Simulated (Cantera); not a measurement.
# Tantalum, niobium, vanadium and zirconium in process gases: Ta(OEt)5 + H2O

Input: 1 mol Ta(OEt)5, a varied amount of H2O, at 973 K and 0.280 Pa.

Cantera equilibrium calculation (NASA polynomials, part measured and part estimated; ideal gas, pure solids and liquids). Candidate condensed phases: C, C6H6, C7H8, C8H18, H2O, Ta, TaC, Ta2O5; 113 gas species. The feed counts by its element totals alone. TaC: taken at fixed stoichiometry. Condensed phases not in the tables: Ta2C. The numbers say what is thermodynamically allowed, not how fast it happens.

From 0.24 mol H2O to 3.7 mol H2O the condensed part is C(graphite) + TaC(s). At 6.4 mol H2O the condensed part is TaC(s) + Ta2O5(s). At 11 mol H2O the condensed part is Ta2O5(s).

```csv
n(H2O) (mol),log p H2,log p CO,log p H2O,log p CO2,n C(graphite),n TaC(s),n Ta2O5(s)
0.24,-5.70,-6.09,-12.00,-12.18,3.76,1.00,0
0.41,-5.70,-6.08,-11.99,-12.16,3.59,1.00,0
0.72,-5.71,-6.07,-11.99,-12.14,3.28,1.00,0
1.2,-5.71,-6.06,-11.98,-12.12,2.80,1.00,0
2.1,-5.72,-6.04,-11.97,-12.07,1.90,1.00,0
3.7,-5.74,-6.01,-11.96,-12.02,0.300,1.00,0
6.4,-5.73,-6.02,-10.31,-10.39,0,0.315,0.343
11,-5.75,-6.14,-6.75,-6.94,0,0,0.500
```
log p: log10 of the partial pressure in bar; n: condensed amount in mol.
